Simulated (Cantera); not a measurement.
A closed system holds: 1 mol HF, 0.28 mol H2, equilibrated at 1.30 bar.

Equilibrium computed with Cantera from the NASA thermochemical tables; the gas is ideal and each condensed phase is pure. Ions and electrons are included (thermal ionisation). The numbers say what is thermodynamically allowed, not how fast it happens.

Problem. At 4227 °C, list the 4 most abundant gas species with their mole fractions, and the condensed phases.

Solution. H 0.463, HF 0.292, F 0.222, H2 0.0233. Condensed: gas only.
